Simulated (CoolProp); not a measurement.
Properties of propylene glycol at several states.

Model: reference Helmholtz-energy equation of state, Eisenbach 2021, in CoolProp.

```
T (°C)  p (kPa)   phase  density (kg/m³)  cv (kJ/(kg K))  isothermal compressibility (1/MPa)  expansivity (1/kK)
------  -------  ------  ---------------  --------------  ----------------------------------  ------------------
170.95     16.2     gas           0.3351           2.216                               61.96               2.284
37.95      2230  liquid             1024           2.233                           0.0005119              0.7476
199.35      439  liquid            881.0           2.881                            0.001374               1.191
225.35     35.3     gas           0.6514           2.470                               28.48               2.046
34.75       112  liquid             1025           2.218                           0.0005107              0.7483
```
